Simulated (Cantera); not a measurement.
A closed system holds: 1 mol SiF₄, 1 mol C₂H₄, 390 mol H₂, at 1.95 Torr.

These are equilibrium values from Cantera (NASA tables, ideal gas, pure condensed phases), not measurements of a reactor. Candidate condensed phases: C, C₆H₆, C₇H₈, C₈H₁₈, Si, SiC; 113 gas species. The numbers say what is thermodynamically allowed, not how fast it happens.

Which condensed phases are stable at each of these points (T (K)): 1748, 1848, 1948, 2048, 2148, 2248, 2348, 2448, 2548?


```tsv
T (K)	condensed phases	Si condensed (%)
1748	C(graphite) + SiC(s)	85.4
1848	C(graphite) + SiC(s)	82.1
1948	C(graphite) + SiC(s)	64.8
2048	C(graphite)	0.0
2148	C(graphite)	0.0
2248	gas only	0.0
2348	gas only	0.0
2448	gas only	0.0
2548	gas only	0.0
```

From 1748 K to 1948 K the condensed part is C(graphite) + SiC(s). From 2048 K to 2148 K the condensed part is C(graphite). From 2248 K to 2548 K nothing is condensed.
